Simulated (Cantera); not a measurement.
Charge: 1 mol Fe3O4, 1.1 mol C, 0.23 mol H2, at 1.00 bar.

Method: chemical equilibrium by Gibbs-energy minimisation in Cantera with the NASA 1993 tables (ideal gas, pure condensed phases). Candidate condensed phases: C, C6H6, C7H8, C8H18, Fe, Fe(CO)5, FeO, Fe(OH)2, Fe(OH)3, Fe2O3, Fe3O4, H2O; 114 gas species. Each liquid is taken as pure. Mutual solubility and eutectic melting of coexisting phases are not modelled. The tables' stoichiometric FeO is somewhat more stable than real wüstite, so its field is too wide. FeO: taken at fixed stoichiometry. Rates play no part. All values below are at 1552 °C.

Base state: CO 0.741, H2 0.119, CO2 0.0861, H2O 0.0541, H 0.000152, Fe 4.18e-5 (mole fractions); condensed: Fe(l) + FeO(l).

### Question
What changes in the equilibrium state with this change: C from 1.1 to 0.43 mol?

### Answer
```csv
species,before,after
CO2,0.0861,0.534
H2O,0.0541,0.330
CO,0.741,0.118
H2,0.119,0.0186
Fe(OH)2,8.97e-6,5.47e-5
Fe,4.18e-5,1.07e-6
OH,4.83e-6,7.45e-5
H,0.000152,6.00e-5
"Fe(l), mol",0.286,0
"FeO(l), mol",2.71,3.00
```

### Question
What changes in the equilibrium state with this change: H2 from 0.23 to 0.45 mol?

### Answer
| species | before | after |
|---|---|---|
| CO | 0.741 | 0.636 |
| H2 | 0.119 | 0.199 |
| H2O | 0.0541 | 0.0908 |
| CO2 | 0.0861 | 0.0739 |
| Fe | 4.18e-5 | 4.18e-5 |
| Fe(OH)2 | 8.97e-6 | 1.51e-5 |
| H | 0.000152 | 0.000197 |
| Fe(l), mol | 0.286 | 0.355 |
| FeO(l), mol | 2.71 | 2.64 |
